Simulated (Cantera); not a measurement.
A closed system holds: 1 mol Si, 1.3 mol Cl2, 13 mol H2, held at 1375 K and 89.0 Pa.

These are equilibrium values from Cantera (NASA tables, ideal gas, pure condensed phases), not measurements of a reactor. Candidate condensed phases: Si; 19 gas species. The tables' values for SiCl3 are old estimates; treat these amounts as uncertain. Equilibrium is a limit: real reactors are often held back by kinetics, nucleation or transport.

Base state: H2 0.857, HCl 0.105, SiCl2 0.0371, SiCl3 0.000755, H 0.000106, SiCl4 7.05e-5, SiHCl3 3.67e-5, Cl 1.08e-5 (mole fractions); condensed: Si(s).

Problem. What changes in the equilibrium state with this change: H2 from 13 to 3.6 mol?

Solution. 
```
species       before     after
----------  --------  --------
H2             0.857     0.644
HCl            0.105     0.189
SiCl2         0.0371     0.159
SiCl4        7.05e-5   0.00130
SiCl3       0.000755   0.00671
SiHCl3       3.67e-5  0.000283
Cl           1.08e-5   2.24e-5
H           0.000106   9.22e-5
Si(s), mol     0.457     0.183
```
